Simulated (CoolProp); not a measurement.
Vapour-liquid equilibrium of cyclohexane (1) + n-dodecane (2) at 0.0759 MPa; x and y are mole fractions of (1).

Values from CoolProp's multi-fluid Helmholtz-energy mixture model, Zhou 2014 and Lemmon 2004; pair parameters Bell 2016.

```tsv
x	bubble temperature (K)	y at the bubble point	dew temperature at overall composition x (K)	liquid density (mol/L)
0.05	456.5	0.447	475.7	3.759
0.15	423.1	?	471.5	4.154
0.25	401.0	0.930	467.0	4.529
0.35	385.9	0.967	462.0	?
0.45	375.0	0.983	456.3	5.313
0.55	366.6	0.991	449.8	?
0.65	359.9	0.995	442.1	6.251
0.75	354.5	0.997	432.3	?
0.85	350.0	0.999	418.7	7.464
0.95	346.2	1.000	394.0	8.227
```

### Question
What belongs in the gaps?

### Answer

- 0.15, y at the bubble point: 0.822
- 0.35, liquid density (mol/L): 4.909
- 0.55, liquid density (mol/L): 5.756
- 0.75, liquid density (mol/L): 6.814

No azeotrope shows between x = 0.05 and 0.95.

The pair parameters rest on a limited set of measurements; away from them the model extrapolates.
